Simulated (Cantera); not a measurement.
Charge: 1 mol MgCO₃, 0.54 mol O₂, 4.8 mol CO₂, 0.17 mol H₂S, equilibrated at 10.0 mbar.

Equilibrium computed with Cantera from the NASA thermochemical tables; the gas is ideal and each condensed phase is pure. Candidate condensed phases: C, C₆H₆, C₇H₈, C₈H₁₈, H₂O, H₂SO₄, Mg, MgCO₃, MgO, Mg(OH)₂, MgS, MgSO₄, S; 130 gas species. Rates play no part.

Question: Which condensed phases are stable at each of these points (T (K)): 698, 748, 798, 848, 898, 948, 998, 1048, 1098, 1148, 1198?

Answer: 
```json
[
 {"T (K)": "698", "condensed phases": "MgO(s) + MgSO₄(s)", "Mg condensed (%)": "100.0"},
 {"T (K)": "748", "condensed phases": "MgO(s) + MgSO₄(s)", "Mg condensed (%)": "100.0"},
 {"T (K)": "798", "condensed phases": "MgO(s) + MgSO₄(s)", "Mg condensed (%)": "100.0"},
 {"T (K)": "848", "condensed phases": "MgO(s) + MgSO₄(s)", "Mg condensed (%)": "100.0"},
 {"T (K)": "898", "condensed phases": "MgO(s) + MgSO₄(s)", "Mg condensed (%)": "100.0"},
 {"T (K)": "948", "condensed phases": "MgO(s) + MgSO₄(s)", "Mg condensed (%)": "100.0"},
 {"T (K)": "998", "condensed phases": "MgO(s) + MgSO₄(s)", "Mg condensed (%)": "100.0"},
 {"T (K)": "1048", "condensed phases": "MgO(s)", "Mg condensed (%)": "100.0"},
 {"T (K)": "1098", "condensed phases": "MgO(s)", "Mg condensed (%)": "100.0"},
 {"T (K)": "1148", "condensed phases": "MgO(s)", "Mg condensed (%)": "100.0"},
 {"T (K)": "1198", "condensed phases": "MgO(s)", "Mg condensed (%)": "100.0"}
]
```

From 698 K to 998 K the condensed part is MgO(s) + MgSO₄(s). From 1048 K to 1198 K the condensed part is MgO(s).
